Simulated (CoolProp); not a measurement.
Model: reference Helmholtz-energy equation of state, Thol 2019, in CoolProp.

### Question
Give the vapour pressure (kPa), vapour Z, surface tension (mN/m) of saturated n-pentane at 325.1 K.

### Answer
| T (K) | p (kPa) | vapour Z | surface tension (mN/m) |
|---|---|---|---|
| 325.1 | 169 | 0.937 | 12.5 |

Surface tension comes from a separate correlation (Mulero 2012).
